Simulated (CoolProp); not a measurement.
A simple Rankine cycle with vinyl chloride: condensing at 313.15 K, boiler at 4.35 MPa, turbine inlet 424.3 K, turbine efficiency 0.6, pump efficiency 0.7, no recuperator. Each further row changes one setting.

The numbers come from the reference Helmholtz-energy equation of state, Thol 2022 in CoolProp.

```
case                             thermal efficiency (%)  net work (kJ/kg)  heat in (kJ/kg)  turbine exit temperature (K)  volume ratio over the turbine
-------------------------------  ----------------------  ----------------  ---------------  ----------------------------  -----------------------------
as stated                                          10.5              37.3              356                         324.0                           7.73
condensing temperature 305.15 K                    11.3              41.8              369                         316.5                           9.56
boiler pressure 3.04 MPa                            9.6              37.2              387                         354.2                           4.99
turbine efficiency 0.5                              8.4              30.1              356                         331.1                           7.96
```
